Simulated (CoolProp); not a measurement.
Vapour-liquid equilibrium of hydrogen sulfide (1) + n-pentane (2) at 0.999 MPa; x and y are mole fractions of (1).

Computed with CoolProp (multi-fluid Helmholtz-energy mixture model, Lemmon 2006 and Thol 2019; pair parameters Kunz 2012).

**Question.** Give the bubble temperature and the first vapour's composition at x = 0.15, 0.55, 0.95. Is there an azeotrope?

**Answer.** x = 0.15: 343.4 K, y = 0.716; x = 0.55: 287.5 K, y = 0.967; x = 0.95: 273.8 K, y = 0.996. No azeotrope shows between x = 0.05 and 0.95.

Pair parameters are fitted to limited data, so mixtures are less certain than the pure fluids. The gap from Raoult's law changes sign with composition, which may be real or a fault of the pair parameters; it wasn't checked against measurements.
